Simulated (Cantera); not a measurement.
## Thermodynamics of carbon deposition, reforming and gasification, feed C₃H₈ + H₂O + NH₃

A closed system holds: 1 mol C₃H₈, a varied amount of H₂O, 0.071 mol NH₃, at 1450 °C and 15.0 bar.

These are equilibrium values from Cantera (NASA tables, ideal gas, pure condensed phases), not measurements of a reactor. Candidate condensed phases: C, C₆H₆, C₇H₈, C₈H₁₈, H₂O; 136 gas species. The numbers say what is thermodynamically allowed, not how fast it happens.

From 0.099 mol H₂O to 2.3 mol H₂O the condensed part is C(graphite). The main C-bearing gas is CO throughout. The share of C in condensed phases is highest at 0.099 mol H₂O (94.7 %) and lowest at 2.3 mol H₂O (21.3 %).

```tsv
n(H₂O) (mol)	x H₂	x CO	x CH₄	x N₂	x H₂O	x HCN	x CO₂	x C₂H₂ (acetylene)	n C(graphite)
0.099	0.954	0.0230	0.0137	0.00808	0.000140	0.000364	9.60e-7	8.64e-5	2.84
0.41	0.897	0.0832	0.0121	0.00706	0.000476	0.000330	1.26e-5	8.11e-5	2.53
0.72	0.852	0.130	0.0109	0.00626	0.000705	0.000303	3.06e-5	7.71e-5	2.22
1	0.819	0.164	0.0101	0.00568	0.000855	0.000283	4.87e-5	7.41e-5	1.94
1.3	0.790	0.194	0.00942	0.00517	0.000976	0.000265	6.82e-5	7.15e-5	1.64
1.6	0.766	0.219	0.00885	0.00474	0.00107	0.000250	8.70e-5	6.93e-5	1.34
2	0.739	0.247	0.00825	0.00427	0.00116	0.000233	0.000110	6.69e-5	0.940
2.3	0.722	0.264	0.00787	0.00397	0.00122	0.000222	0.000127	6.54e-5	0.640
```
x: gas mole fraction; n: condensed amount in mol.
